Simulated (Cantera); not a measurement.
Input: 1 mol SO2, 0.8 mol H2, held at 625 °C.

Method: chemical equilibrium by Gibbs-energy minimisation in Cantera with the NASA 1993 tables (ideal gas, pure condensed phases). Candidate condensed phases: H2O, H2SO4, S; 19 gas species. The ideal-gas law is rough above about 30 bar. Gases not in the tables: S3 to S7. Rates play no part.

x: gas mole fraction; n: condensed amount in mol.

```tsv
P (Pa)	x H2O	x SO2	x S2	x H2S	x S8	n S(l)
10	0.486	0.382	0.117	0.00877	<1e-12	0
84	0.484	0.384	0.113	___	<1e-12	0
710	0.478	0.389	0.106	0.0232	1.47e-11	0
6000	0.468	0.395	0.0967	0.0357	6.05e-9	0
50000	0.454	0.404	0.0836	0.0523	1.96e-6	0
420000	0.439	0.415	0.0665	0.0714	0.000466	0
3600000	0.458	0.426	___	0.0685	___	0
30000000	0.526	0.432	0.00432	0.0314	0.00303	0.279
```

Q: Complete the blanks.

A: 
- 84, x H2S: 0.0145
- 3600000, x S2: 0.0295
- 3600000, x S8: 0.0114
